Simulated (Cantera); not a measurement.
## Dilute partial oxidation

An isothermal, constant-pressure homogeneous reactor starts with CH₂O : O₂ : N₂ = 0.005 : 0.0042 : 1 (molar parts), equivalence ratio 1.2, at 1275 K and 1.01 bar.

Cantera simulation using GRI-Mech 3.0 (53 species, 325 reactions); the numbers are that mechanism's predictions, not measurements.

```tsv
t (s)	x CH₂O	x O₂	x NO₂	x CH₂	x C₂H₂	x HCO	x CH₂CO
0.000200	0.00495	0.00416	<1e-12	<1e-12	<1e-12	3.76e-8	<1e-12
0.000446	0.00489	0.00415	<1e-12	1.14e-12	<1e-12	1.90e-7	<1e-12
0.000993	0.00374	0.00395	<1e-12	1.08e-10	<1e-12	2.16e-6	1.15e-10
0.00221	3.28e-9	0.00293	<1e-12	1.02e-11	<1e-12	7.65e-9	4.02e-11
0.00493	5.65e-11	0.000710	9.33e-11	<1e-12	<1e-12	6.09e-9	<1e-12
0.0110	1.98e-11	0.000165	5.87e-11	<1e-12	<1e-12	2.00e-9	<1e-12
0.0245	7.99e-12	2.24e-5	2.01e-11	<1e-12	<1e-12	7.61e-10	<1e-12
0.0546	3.35e-12	2.69e-6	6.53e-12	<1e-12	<1e-12	2.97e-10	<1e-12
0.122	1.52e-12	3.93e-7	2.42e-12	<1e-12	<1e-12	1.19e-10	<1e-12
0.271	<1e-12	6.38e-8	<1e-12	<1e-12	<1e-12	4.81e-11	<1e-12
0.604	<1e-12	1.04e-8	<1e-12	<1e-12	<1e-12	1.89e-11	<1e-12
1.35	<1e-12	1.62e-9	<1e-12	<1e-12	<1e-12	7.00e-12	<1e-12
3.00	<1e-12	2.56e-10	<1e-12	<1e-12	<1e-12	2.56e-12	<1e-12
```
x: mole fraction; the columns are a selection and need not sum to one.

Equilibrium at this temperature and pressure: CH₂O <1e-12, O₂ <1e-12, NO₂ <1e-12, CH₂ <1e-12, C₂H₂ <1e-12, HCO <1e-12, CH₂CO <1e-12 (gas phase only).
